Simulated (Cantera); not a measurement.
Input: 1 mol TEOS, 0.74 mol O3, equilibrated at 1.20 mbar.

Method: chemical equilibrium by Gibbs-energy minimisation in Cantera with the NASA 1993 tables (ideal gas, pure condensed phases). Candidate condensed phases: C, C6H6, C7H8, C8H18, H2O, Si, SiC, SiO2; 123 gas species. The feed counts by its element totals alone. The tables hold silica as quartz up to 1696 K and as liquid above; real silica turns to tridymite and cristobalite and melts near 1996 K. The numbers say what is thermodynamically allowed, not how fast it happens.

Question: Which condensed phases are stable at each of these points (T (K)): 975, 1025, 1075, 1125, 1175, 1225, 1275, 1325, 1375, 1425, 1475?

Answer: 
| T (K) | condensed phases | Si condensed (%) |
|---|---|---|
| 975 | C(graphite) + SiO2(β-quartz) | 100.0 |
| 1025 | C(graphite) + SiO2(β-quartz) | 100.0 |
| 1075 | C(graphite) + SiO2(β-quartz) | 100.0 |
| 1125 | C(graphite) + SiO2(β-quartz) | 100.0 |
| 1175 | C(graphite) + SiO2(β-quartz) | 100.0 |
| 1225 | C(graphite) + SiO2(β-quartz) | 100.0 |
| 1275 | C(graphite) + SiO2(β-quartz) | 99.8 |
| 1325 | C(graphite) + SiC(s) | 99.5 |
| 1375 | C(graphite) + SiC(s) | 99.3 |
| 1425 | C(graphite) + SiC(s) | 99.1 |
| 1475 | C(graphite) + SiC(s) | 98.9 |

From 975 K to 1275 K the condensed part is C(graphite) + SiO2(β-quartz). From 1325 K to 1475 K the condensed part is C(graphite) + SiC(s).
